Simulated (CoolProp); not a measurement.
Vapour-liquid equilibrium of carbon dioxide (1) + CH2F2 (R32) (2) at -33.65 °C; x and y are mole fractions of (1).

Values from CoolProp's multi-fluid Helmholtz-energy mixture model, Span 1996 and Tillner-Roth 1997; pair parameters Bell 2016.

```
x      bubble pressure, mixture model (MPa)  bubble pressure, Raoult's law (MPa)  y, mixture model  y, Raoult's law
-----  ------------------------------------  -----------------------------------  ----------------  ---------------
0.05                                 0.2866                               0.2859             0.210            0.220
0.125                                0.3651                               0.3628             0.417            0.434
0.2                                  0.4437                               0.4398             0.553            0.573
0.275                                0.5219                               0.5167             0.648            0.671
0.35                                 0.5994                               0.5937             0.719            0.743
0.425                                0.6761                               0.6706             0.774            0.799
0.5                                  0.7519                               0.7475             0.819            0.843
0.575                                0.8270                               0.8245             0.856            0.879
0.65                                 0.9017                               0.9014             0.887            0.909
0.725                                0.9764                               0.9784             0.915            0.934
0.8                                   1.052                                1.055             0.940            0.956
0.875                                 1.128                                1.132             0.964            0.974
0.95                                  1.207                                1.209             0.986            0.990
```

The largest gap from Raoult's law is +1.0 % in bubble pressure, at x = 0.275. No azeotrope shows between x = 0.05 and 0.95.

The pair parameters rest on a limited set of measurements; away from them the model extrapolates.
